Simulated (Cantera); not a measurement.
## Catalytic stagnation flow on Pt

A jet of 2.43 % CH4, 6.24 % O2, 91.3 % N2 at 300 K and 143 Torr hits a platinum plate 4.1 cm away at a mass flux of 0.039 kg/m²/s; the plate temperature is set and raised in steps from an oxygen-covered start.

Model: Deutschmann's 1995 Pt surface mechanism with GRI-Mech 3.0 gas chemistry, integrated in Cantera. Catalytic surfaces can have several steady states; this one follows from the mechanism file's or the stated starting coverage.

```tsv
plate T (K)	wall x CH4	wall x O2	wall x H2O	wall x OH	wall x CO	wall x CO2	θ free Pt	θ O*	θ OH*
950	0.00579	0.0233	0.0344	6.45e-8	3.43e-6	0.0225	0.314	0.684	0.00203
1000	0.00386	0.0193	0.0379	1.65e-7	3.18e-6	0.0249	0.396	0.602	0.00187
1050	0.00277	0.0170	0.0398	3.79e-7	3.10e-6	0.0262	0.475	0.524	0.00165
1100	0.00211	0.0156	0.0409	7.99e-7	3.20e-6	0.0269	0.548	0.451	0.00143
1150	0.00169	0.0148	0.0416	1.56e-6	3.44e-6	0.0274	0.615	0.384	0.00123
```
x: mole fraction at the wall; θ: surface coverage.
